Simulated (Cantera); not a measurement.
Charge: 1 mol SF6, 0.84 mol H2, 2.7 mol O2, 0.038 mol SO2, held at 0.000140 bar.

Cantera equilibrium calculation (NASA polynomials, part measured and part estimated; ideal gas, pure solids and liquids). Candidate condensed phases: H2O, H2SO4, S; 43 gas species. Kinetics and transport are ignored. All values below are at 2273 K.

Base state: F 0.455, HF 0.177, O2 0.129, O 0.129, SO2 0.0819, SO 0.0252, S 0.00219, H 0.000213 (mole fractions); condensed: gas only.

### Question
What changes in the equilibrium state with this change: H2 from 0.84 to 0.042 mol?

### Answer
```
species    before    after
-------  --------  -------
F           0.455    0.623
O2          0.129    0.130
O           0.129    0.129
HF          0.177  0.00884
H        0.000213  7.80e-6
SO2        0.0819   0.0820
SO         0.0252   0.0252
OH        7.95e-5  2.91e-6
SF        1.97e-5  2.69e-5
S         0.00219  0.00218
```
